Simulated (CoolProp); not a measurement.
Vapour-liquid equilibrium of propylene (1) + R115 (2) at 301.6 K; x and y are mole fractions of (1).

The numbers come from the multi-fluid Helmholtz-energy mixture model, Lemmon 2013 and Lemmon 2016; pair parameters Bell 2016 in CoolProp.

Question: Give the bubble pressure and the first vapour's composition at x = 0.05, 0.5, 0.95. Is there an azeotrope?

Answer: x = 0.05: 10.40 bar, y = 0.085; x = 0.5: 13.43 bar, y = 0.556; x = 0.95: 12.98 bar, y = 0.929. y crosses x between x = 0.65 and 0.8: the model has an azeotrope there.

Pair parameters are fitted to limited data, so mixtures are less certain than the pure fluids.
